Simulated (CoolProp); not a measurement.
Values from CoolProp's reference Helmholtz-energy equation of state, Kamei 1995.

Task: For R22, give the phase and the density (kg/m³), isothermal compressibility (1/MPa), viscosity (µPa s), Prandtl number at 144.25 °C and 1.61 MPa; 144.25 °C and 2.37 MPa.

Result: 
- 144.25 °C and 1.61 MPa: gas; density 43.4, isothermal compressibility 0.675, viscosity 19.3, Prandtl number 0.778
- 144.25 °C and 2.37 MPa: gas; density 66.7, isothermal compressibility 0.480, viscosity 19.4, Prandtl number 0.806

Viscosity comes from a separate model (Bell 2016), an estimate that may be off by 10 % or more. Thermal conductivity comes from a separate model (McLinden 2000), an estimate that may be off by 10 % or more.
